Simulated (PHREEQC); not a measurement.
0.18 g of hydrous ferric oxide (600 m²/g; 0.2 weak and 0.005 strong sites per Fe, Dzombak-Morel constants, diffuse double layer) in 1 kg of water with 0.1 mol/kgw of an inert sodium salt, at 25 °C; the pH is set by adding NaOH or the inert anion's acid. Oxygen alone is held at its pressure in air (log pO2 = -0.68). CO2 from the air is kept out. No solid was allowed to form.

Model: ion-association model, wateq4f.dat, run in PHREEQC.

```json
[
 {"pH": "4", "surface charge σ (C/m²)": "0.321", "surface potential ψ (mV)": "147"},
 {"pH": "4.5", "surface charge σ (C/m²)": "0.273", "surface potential ψ (mV)": "138"},
 {"pH": "5.5", "surface charge σ (C/m²)": "0.159", "surface potential ψ (mV)": "111"},
 {"pH": "6", "surface charge σ (C/m²)": "0.111", "surface potential ψ (mV)": "93"},
 {"pH": "7", "surface charge σ (C/m²)": "0.045", "surface potential ψ (mV)": "52"},
 {"pH": "7.5", "surface charge σ (C/m²)": "0.022", "surface potential ψ (mV)": "29"},
 {"pH": "8.5", "surface charge σ (C/m²)": "-0.014", "surface potential ψ (mV)": "-19"},
 {"pH": "9", "surface charge σ (C/m²)": "-0.034", "surface potential ψ (mV)": "-42"},
 {"pH": "10", "surface charge σ (C/m²)": "-0.094", "surface potential ψ (mV)": "-85"},
 {"pH": "10.5", "surface charge σ (C/m²)": "-0.137", "surface potential ψ (mV)": "-104"},
 {"pH": "11.5", "surface charge σ (C/m²)": "-0.249", "surface potential ψ (mV)": "-133"},
 {"pH": "12", "surface charge σ (C/m²)": "-0.306", "surface potential ψ (mV)": "-141"}
]
```
